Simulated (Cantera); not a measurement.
Charge: 1 mol SiCl4, 20 mol N2, 0.2 mol H2, equilibrated at 13.3 mbar.

Method: chemical equilibrium by Gibbs-energy minimisation in Cantera with the NASA 1993 tables (ideal gas, pure condensed phases). Candidate condensed phases: NH4Cl, Si, Si3N4; 28 gas species. N2 is the only nitrogen source here; it is nearly inert below about 1500 K, so the nitride shown seldom forms there in practice. Equilibrium is a limit: real reactors are often held back by kinetics, nucleation or transport.

**Question.** What share of the Si ends up in condensed phases as a function of T (°C), at 925, 975, 1025, 1075, 1125, 1175, 1225, 1275, 1325?

**Answer.** 
```tsv
T (°C)	Si condensed (%)	as
925	8.5	Si3N4(s)
975	7.0	Si3N4(s)
1025	3.7	Si3N4(s)
1075	0.0	-
1125	0.0	-
1175	0.0	-
1225	0.0	-
1275	0.0	-
1325	0.0	-
```
